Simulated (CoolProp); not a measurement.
Vapour-liquid equilibrium of R13 (1) + isobutane (2) at 229.1 K; x and y are mole fractions of (1).

Computed with CoolProp (multi-fluid Helmholtz-energy mixture model, Platzer 1990 and Bücker 2006; pair parameters Bell 2016). This equation is an older, rougher fit; its heat capacities, sound speeds and derivatives of the liquid may be far off and weren't checked against measurements.

```csv
x,bubble pressure (MPa),y at the bubble point,dew pressure at overall composition x (MPa),liquid density (mol/L)
0.05,0.06838,0.669,0.02447,10.92
0.15,0.1453,0.853,0.02731,11.13
0.25,0.2073,0.903,0.03090,11.35
0.35,0.2579,0.928,0.03556,11.57
0.45,0.3007,0.943,0.04188,11.79
0.55,0.3387,0.954,0.05092,12.02
0.65,0.3747,0.964,0.06489,12.25
0.75,0.4115,0.973,0.08936,12.48
0.85,0.4513,0.983,0.1427,12.71
0.95,0.4967,0.994,0.3239,12.95
```

No azeotrope shows between x = 0.05 and 0.95.

Pair parameters are fitted to limited data, so mixtures are less certain than the pure fluids.
